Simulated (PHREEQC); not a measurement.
Dissolve 0.0073 mol Cs2SO4 per kg of water at 25 °C. Closed to the air; pH follows from the charge balance.

The numbers come from PHREEQC with the ion-association model, wateq4f.dat.

```csv
quantity,before,after
pH,7.07,2.31
ionic strength (mol/kgw),0.0219,0.0181
SO4-2 (mol/kgw),0.00730,0.00538
HSO4- (mol/kgw),3.98e-8,0.00176
```

### Question
What was changed between the two runs?
(A) Cs2SO4 replaced by KHSO4 at the same molality
(B) Cs2SO4 from 0.0073 to 0.0109 mol/kgw
(C) Cs2SO4 replaced by CuSO4 at the same molality

### Answer
A, Cs2SO4 replaced by KHSO4 at the same molality

Precipitation was switched off in this run.
